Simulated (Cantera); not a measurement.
A perfectly stirred reactor is fed with 6.99 % CH₄, 4.47 % CO, 18.7 % O₂, 69.9 % N₂, equivalence ratio 0.87, at 1000000 Pa; it is adiabatic with a 348 K inlet, and is followed from long to short residence time, starting on the burning branch (τ in s: 0.31, 0.12, 0.045, 0.017, 0.0065, 0.0025, 0.00095, 0.00036, 0.00014, 5.2e-05, 2e-05).

Detailed kinetics in Cantera: GRI-Mech 3.0 (53 species, 325 reactions).

x: mole fraction; the columns are a selection and need not sum to one.

| τ (s) | T (K) | x CH₄ | x CO | x O₂ | x CH₂O | x C₂H |
|---|---|---|---|---|---|---|
| 0.31 | 2193 | 2.31e-7 | 0.00139 | 0.0239 | 3.63e-8 | <1e-12 |
| 0.12 | 2194 | (withheld) | 0.00143 | 0.0243 | (withheld) | <1e-12 |
| 0.045 | 2195 | 1.51e-6 | 0.00152 | 0.0247 | 2.42e-7 | <1e-12 |
| 0.017 | 2194 | 3.79e-6 | 0.00173 | 0.0251 | 6.16e-7 | 2.18e-12 |
| 0.0065 | 2190 | 9.00e-6 | 0.00223 | 0.0255 | 1.48e-6 | 1.16e-11 |
| 0.0025 | 2180 | 1.98e-5 | 0.00328 | 0.0261 | 3.33e-6 | 4.98e-11 |
| 0.00095 | 2161 | 4.15e-5 | 0.00528 | 0.0272 | 7.03e-6 | 1.72e-10 |
| 0.00036 | 2128 | (withheld) | (withheld) | 0.0291 | (withheld) | 4.93e-10 |
| 0.00014 | 2078 | 0.000178 | 0.0140 | 0.0322 | 2.82e-5 | 1.22e-9 |
| 5.2e-5 | 1992 | 0.000444 | 0.0233 | 0.0379 | 6.27e-5 | 3.06e-9 |
| 2.0e-5 | 348 | 0.0699 | 0.0447 | 0.187 | <1e-12 | <1e-12 |

Problem. What belongs in the gaps?

Solution. 
- 0.12, x CH₄: 5.85e-7
- 0.12, x CH₂O: 9.28e-8
- 0.00036, x CH₄: 8.53e-5
- 0.00036, x CO: 0.00869
- 0.00036, x CH₂O: 1.42e-5
